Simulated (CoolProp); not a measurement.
A simple Rankine cycle with R236FA: condensing at 324.15 K, boiler at 1.84 MPa, turbine inlet 399 K, turbine efficiency 0.65, pump efficiency 0.7, no recuperator. Each further row changes one setting.

Computed with CoolProp (reference Helmholtz-energy equation of state, Pan 2012).

```csv
case,thermal efficiency (%),net work (kJ/kg),heat in (kJ/kg),turbine exit temperature (K),volume ratio over the turbine
as stated,6.1,11.4,187,371.9,3.41
condensing temperature 316.15 K,7.1,14.0,198,367.7,4.31
boiler pressure 1.29 MPa,4.4,8.56,195,382.5,2.25
turbine efficiency 0.55,5.0,9.44,187,373.9,3.44
```
